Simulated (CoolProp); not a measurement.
Nitrogen along the isotherm -145.55 °C: Z from the reference equation and from simpler models built on Tc = -147.0 °C, pc = 3.396 MPa, ω = 0.037; each cubic takes its own stable root.

Computed with CoolProp (reference Helmholtz-energy equation of state, Span 2000).

```tsv
p (MPa)	phase	reference
0.392	gas	0.9620
0.784	gas	0.9217
1.18	gas	0.8782
1.57	gas	0.8318
1.96	gas	0.7809
2.35	gas	0.7236
2.74	gas	0.6563
3.13	gas	0.5703
3.53	supercritical	0.4150
3.92	supercritical	0.2403
4.31	supercritical	0.2441
4.7	supercritical	0.2549
5.09	supercritical	0.2677
```

How far does each simpler model (Redlich-Kwong, Soave-Redlich-Kwong) lie from the reference over these 13 states: mean and median of the absolute difference, and the worst?


- Redlich-Kwong: mean 4.4 %, median 0.4 %, worst +16.2 % at -145.55 °C and 3.92 MPa
- Soave-Redlich-Kwong: mean 4.5 %, median 0.4 %, worst +16.6 % at -145.55 °C and 3.92 MPa
